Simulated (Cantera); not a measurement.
# AlN + N2 (sublimation and decomposition of ceramics)

Input: 1 mol AlN, a varied amount of N2, held at 750 Torr.

These are equilibrium values from Cantera (NASA tables, ideal gas, pure condensed phases), not measurements of a reactor. Candidate condensed phases: Al, AlN; 5 gas species. Rates play no part.

Q: Map the stable condensed phases over T = 2202, 2227, 2252, 2277, 2302, 2327, 2352, 2377, 2402, 2427, 2452, 2477, 2502, 2527 °C and n(N2) in mol = 0.21, 0.3, 0.42, 0.6, 0.86, 1.2, 1.8, 2.5.

A: 
```
T in °C \ n(N2) in mol
         0.21  0.3 0.42  0.6 0.86  1.2  1.8  2.5
   2527     A    A    A    A    A    A    A    A
   2502     A    A    A    A    A    A    A    A
   2477     A    A    A    A    A    A    A    A
   2452     A    A    A    A    A    A    A    A
   2427     B    B    A    A    A    A    A    A
   2402     B    B    B    B    B    B    A    A
   2377     B    B    B    B    B    B    B    B
   2352     B    B    B    B    B    B    B    B
   2327     B    B    B    B    B    B    B    B
   2302     B    B    B    B    B    B    B    B
   2277     B    B    B    B    B    B    B    B
   2252     B    B    B    B    B    B    B    B
   2227     B    B    B    B    B    B    B    B
   2202     B    B    B    B    B    B    B    B
```
A: gas only; B: AlN.
